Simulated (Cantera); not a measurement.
A Cantera script and what it prints.

```python
import numpy as np
import cantera as ct

gas_names = """
    Ca CaF CaF2 CaO CaOH CaO2H2 Ca2 F FO FO2 F2 F2O H HF HOF HO2 H2 H2F2 H2O H2O2 H3F3 H4F4 H5F5 H6F6
    H7F7 O OH O2 O3
""".split()
cond_names = """
    Ca(a) Ca(b) Ca(L) CaF2(a) CaF2(b) CaF2(L) CaO(s) CaO(L) CaO2H2(s) H2O(s) H2O(L)
""".split()


# ... load() reads the species with a 1 bar reference pressure and builds the phases ...
atoms = {
    'CaO': {'Ca': 1, 'O': 1},
    'HF': {'H': 1, 'F': 1},
    'O2': {'O': 2},
}
top_T = {}  # K; cautious upper limits of use, not melting points


# ... equilibrate(T, P, feed) seeds the gas with the atoms and calls Mixture.equilibrate('TP', solver="vcs", rtol=1e-11, max_steps=5000) ...
results = []
feed = {'CaO': 1, 'HF': 2.8, 'O2': 0.2}  # mol
T = 1573  # K
P = 10000  # Pa
mix = equilibrate(T, P, feed)
results.append((T, P, feed, dict(zip(mix.species_names, mix.species_moles))))
print(gas.report(threshold=0.001))
for i in range(1, mix.n_phases):
    print(f"{mix.phase(i).name:16s} {mix.phase_moles(i):12.5e} mol")
```

Output:

```
       temperature   1573 K
          pressure   10000 Pa
           density   0.015455 kg/m^3
  mean mol. weight   20.213 kg/kmol
   phase of matter   gas

                          1 kg             1 kmol
                     ---------------   ---------------
          enthalpy       -9.1148e+06       -1.8423e+08  J
   internal energy       -9.7618e+06       -1.9731e+08  J
           entropy             13302        2.6887e+05  J/K
    Gibbs function       -3.0039e+07       -6.0716e+08  J
 heat capacity c_p            2014.3             40715  J/K
 heat capacity c_v              1603             32400  J/K

                      mass frac. Y      mole frac. X     chem. pot. / RT
                     ---------------   ---------------   ---------------
                HF           0.39583           0.39991            -47.98
               H2O            0.4453           0.49962           -47.955
                O2           0.15809          0.099865           -32.546
     [  +26 minor]        0.00077742        0.00060443

Ca(L)             0.00000e+00 mol
CaF2(b)           9.99810e-01 mol
CaO(s)            0.00000e+00 mol
```

Cantera equilibrium calculation (NASA polynomials, part measured and part estimated; ideal gas, pure solids and liquids).
